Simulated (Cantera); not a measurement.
**Ignition delay**

Mixture: C3H8 : O2 : N2 : CO2 = 1 : 4.55 : 12.7 : 0.042 (molar parts), at 1350 Torr, adiabatic and at constant pressure. Ignition delay is the time to a rise of 400 K.

Computed with Cantera and GRI-Mech 3.0 (53 species, 325 reactions). GRI-Mech 3.0 was tuned for natural gas; its chemistry of propane as a main component is partial and can be far from experiment.

```tsv
T0 (K)	delay (ms)
1000	299
1075	57.1
1150	11.2
1225	2.44
1300	0.632
1375	0.201
1450	0.0783
```

```
Quantity                                                 Value
--------------------------------------------------  ----------
apparent activation energy between 1300 and 1450 K  220 kJ/mol
```
